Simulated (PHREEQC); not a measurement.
Solution (20 °C): 0.034 mol H3PO4 and 0.017 mol K2HPO4 per kg of water. Closed to the air; pH follows from the charge balance.

Model: ion-association model, wateq4f.dat, run in PHREEQC.

```tsv
quantity	before	after
pH	2.51	9.39
ionic strength (mol/kgw)	0.0376	0.0500
H2PO4- (mol/kgw)	0.0376	6.26e-5
HPO4-2 (mol/kgw)	1.23e-6	0.0164
KHPO4- (mol/kgw)	4.06e-8	0.000491
```

Question: Which change was made?
A) K2HPO4 from 0.017 to 0.0034 mol/kgw
B) H3PO4 from 0.034 to 0.017 mol/kgw
C) H3PO4 left out
D) temperature from 20 to 50 °C
E) H3PO4 from 0.034 to 0.0374 mol/kgw

Answer: C, H3PO4 left out

Precipitation was switched off in this run. H3PO4, which wateq4f.dat lacks, is added to it with the constant of phreeqc.dat.
